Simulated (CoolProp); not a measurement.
Vapour-liquid equilibrium of dimethyl ether (1) + methanol (2) at 87.85 °C; x and y are mole fractions of (1).

Model: multi-fluid Helmholtz-energy mixture model, Wu 2011 and de Reuck 1993; pair parameters Bell 2016, in CoolProp.

### Question
Give the bubble pressure and the first vapour's composition at x = 0.2, 0.425, 0.725. Is there an azeotrope?

### Answer
x = 0.2: 0.9422 MPa, y = 0.762; x = 0.425: 1.481 MPa, y = 0.863; x = 0.725: 2.010 MPa, y = 0.925. No azeotrope shows between x = 0.05 and 0.95.

The pair parameters rest on a limited set of measurements; away from them the model extrapolates. The gap from Raoult's law changes sign with composition, which may be real or a fault of the pair parameters; it wasn't checked against measurements.
